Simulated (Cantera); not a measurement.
## CF₄ + Si (fluorocarbon and chlorocarbon gases)

A closed system holds: 1 mol CF₄, 0.28 mol Si, at 10.0 mbar.

Equilibrium computed with Cantera from the NASA thermochemical tables; the gas is ideal and each condensed phase is pure. Candidate condensed phases: C, Si, SiC; 23 gas species. The tables' values for SiF₃ are old estimates; treat these amounts as uncertain. Gases not in the tables: C₂F₆ and larger saturated fluorocarbons. Kinetics and transport are ignored.

```csv
T (°C),log p CF₄,log p SiF₄,log p CF₂,log p F,log p CF₃,n C(graphite)
977,-2.14,-2.55,-7.39,-8.44,-7.69,0.280
1052,-2.14,-2.55,-6.73,-7.70,-7.15,0.280
1127,-2.14,-2.55,-6.14,-7.03,-6.68,0.280
1202,-2.14,-2.55,-5.61,-6.43,-6.24,0.280
1277,-2.14,-2.55,-5.13,-5.89,-5.86,0.280
1352,-2.14,-2.55,-4.69,-5.39,-5.50,0.279
1427,-2.15,-2.55,-4.30,-4.94,-5.19,0.278
1502,-2.15,-2.56,-3.94,-4.53,-4.90,0.275
1577,-2.16,-2.56,-3.62,-4.16,-4.63,0.269
1652,-2.18,-2.57,-3.32,-3.81,-4.40,0.258
```
log p: log10 of the partial pressure in bar; n: condensed amount in mol.

From 977 °C to 1652 °C the condensed part is C(graphite). The main Si-bearing gas is SiF₄ throughout.
